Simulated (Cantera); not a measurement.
Cantera run:

```python
import numpy as np
import cantera as ct

gas_names = [...]  # 118 gases of nasa_gas.yaml made of C, Cl, F, H
cond_names = """
    C(gr) C6H6(L) C7H8(L) C8H18(L),n-octa
""".split()


# ... load() reads the species with a 1 bar reference pressure and builds the phases ...
atoms = {
    'c-C4F8': {'C': 4, 'F': 8},
    'HCl': {'H': 1, 'CL': 1},
    'H2': {'H': 2},
}
top_T = {'C(gr)': 4500}  # K; cautious upper limits of use, not melting points


# ... equilibrate(T, P, feed) seeds the gas with the atoms and calls Mixture.equilibrate('TP', solver="vcs", rtol=1e-11, max_steps=5000) ...
results = []
feed = {'c-C4F8': 1, 'HCl': 0.12, 'H2': 0.51}  # mol
T = 3423.15  # K
P = 100000  # Pa
mix = equilibrate(T, P, feed)
results.append((T, P, feed, dict(zip(mix.species_names, mix.species_moles))))
x = sorted(zip(gas.X, gas.species_names), reverse=True)
print(f"T = {T:g} K  P = {P:g} Pa  gas = {mix.phase_moles(0):.4g} mol")
print("   x: " + "  ".join(f"{s} {v:.3e}" for v, s in x if v > 0.001))
print("   condensed (mol): " + ("  ".join(f"{mix.phase(i).name} {mix.phase_moles(i):.4g}"
      for i in range(1, mix.n_phases) if mix.phase_moles(i) > 1e-12) or "none"))
```

Result:

```
T = 3423.15 K  P = 100000 Pa  gas = 6.797 mol
   x: F 4.662e-01  CF2 2.095e-01  HF 1.664e-01  CF 1.154e-01  CL 1.749e-02  C3 1.591e-02  CF3 2.410e-03  C2 1.756e-03  C 1.718e-03  H 1.058e-03
   condensed (mol): C(gr) 1.371
```

These are equilibrium values from Cantera (NASA tables, ideal gas, pure condensed phases), not measurements of a reactor. The feed counts by its element totals alone. Gases not in the tables: C2F6 and larger saturated fluorocarbons.
